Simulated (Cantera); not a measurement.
Input: 1 mol Ti(OiPr)4, 0.18 mol H2O, 7.8 mol CH4, at 0.0100 bar.

Equilibrium computed with Cantera from the NASA thermochemical tables; the gas is ideal and each condensed phase is pure. Candidate condensed phases: C, C6H6, C7H8, C8H18, H2O, Ti, TiC, TiO, TiO2, Ti2O3, Ti3O5, Ti4O7; 113 gas species. The feed counts by its element totals alone. Mutual solubility and eutectic melting of coexisting phases are not modelled. TiC: taken at fixed stoichiometry. Kinetics and transport are ignored.

x: gas mole fraction; n: condensed amount in mol.

```
T (°C)   x H2    x CO  x H  x C2H2 (acetylene)     x CH4  n C(graphite)  n TiC(s)  n Ti3O5(s)
------  -----  ------  ---  ------------------  --------  -------------  --------  ----------
900     0.922  0.0778  [?]             5.65e-8  0.000165           17.3  0.000564       0.333
1000    0.877   0.123  [?]             3.26e-7   7.22e-5           14.6      1.00           0
1100    0.877   0.123  [?]             1.52e-6   3.87e-5           14.6      1.00           0
1200    0.877   0.123  [?]             5.70e-6   2.26e-5           14.6      1.00           0
1300    0.877   0.123  [?]             1.81e-5   1.41e-5           14.6      1.00           0
1400    0.876   0.123  [?]             4.99e-5   9.31e-6           14.6      1.00           0
1500    0.874   0.123  [?]            0.000122   6.44e-6           14.6      1.00           0
1600    0.871   0.123  [?]            0.000272   4.62e-6           14.6      1.00           0
```

**Question.** Complete the blanks.

**Answer.** 
- 900, x H: 1.13e-6
- 1000, x H: 6.68e-6
- 1100, x H: 3.12e-5
- 1200, x H: 0.000118
- 1300, x H: 0.000381
- 1400, x H: 0.00107
- 1500, x H: 0.00266
- 1600, x H: 0.00602
